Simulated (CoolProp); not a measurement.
Properties of R115 along the isotherm 226.85 °C (Tc = 80.0 °C, pc = 3.129 MPa, ω = 0.248).

Values from CoolProp's reference Helmholtz-energy equation of state, Lemmon 2016.

```csv
p (MPa),phase,Joule-Thomson coefficient (K/MPa),expansivity (1/kK)
0.099,gas,3.599,2.025
0.154,gas,3.603,2.038
0.24,gas,3.611,2.060
0.374,gas,3.622,2.095
0.582,gas,3.640,2.149
0.906,gas,3.667,2.237
1.41,gas,3.706,2.382
2.2,gas,3.756,2.629
3.42,supercritical,3.790,3.051
5.32,supercritical,3.667,3.748
8.29,supercritical,2.989,4.511
12.9,supercritical,1.704,4.301
20.1,supercritical,0.6292,3.137
31.3,supercritical,0.07515,2.161
```
